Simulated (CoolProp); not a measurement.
Chlorine at 298.15 K and 14.4 MPa is throttled through a valve to 3.11 MPa with no heat exchange. Each further row changes one setting.

Values from CoolProp's reference Helmholtz-energy equation of state, Thol 2021.

```tsv
case	temperature change (K)	final density (kg/m³)
as stated	___	1390
outlet pressure 0.933 MPa	___	___
outlet pressure 4.04 MPa	___	1390
```

Problem. Some entries are withheld; supply them.

Solution. 
- as stated, temperature change (K): +3.1
- outlet pressure 0.933 MPa, temperature change (K): +3.6
- outlet pressure 0.933 MPa, final density (kg/m³): 1380
- outlet pressure 4.04 MPa, temperature change (K): +2.9
